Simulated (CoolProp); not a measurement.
p-xylene along the isotherm 479.4 K: density (kg/m³) from the reference equation and from simpler models built on Tc = 616.2 K, pc = 3.532 MPa, ω = 0.324; each cubic takes its own stable root.

The numbers come from the reference Helmholtz-energy equation of state, Zhou 2012 in CoolProp.

| p (MPa) | phase | reference |
|---|---|---|
| 0.112 | gas | 3.071 |
| 0.254 | gas | 7.256 |
| 0.578 | liquid | 679.8 |
| 1.32 | liquid | 682.1 |
| 3 | liquid | 687.1 |
| 6.82 | liquid | 697.1 |
| 15.5 | liquid | 715.7 |
| 35.3 | liquid | 746.6 |

Task: How far does each simpler model (Redlich-Kwong, Soave-Redlich-Kwong) lie from the reference over these 8 states: mean and median of the absolute difference, and the worst?

Result: 
- Redlich-Kwong: mean 22.2 %, median 15.0 %, worst -97.4 % at 479.4 K and 0.578 MPa
- Soave-Redlich-Kwong: mean 9.5 %, median 11.9 %, worst -14.0 % at 479.4 K and 0.578 MPa

At some of these states Redlich-Kwong gives the other phase, because its saturation line lies elsewhere.
